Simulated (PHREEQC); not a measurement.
A solution holds 1.9 mol/kgw CaCl2 and 0.0099 mol/kgw H3BO3, at 25 °C. Closed to the air; pH follows from the charge balance.

Model: Pitzer model, pitzer.dat, run in PHREEQC.

```csv
quantity,before,after
pH,4.27,5.48
B(OH)4- (mol/kgw),2.73e-6,1.27e-6
```

Q: Which change was made?
A) temperature from 25 to 65 °C
B) CaCl2 left out
C) diluted 10-fold with water
D) diluted 5-fold with water
E) temperature from 25 to 90 °C

A: D, diluted 5-fold with water

This is a speciation only: nothing precipitates in the calculation. In brines, pH and single-ion activities rest on the MacInnes convention.
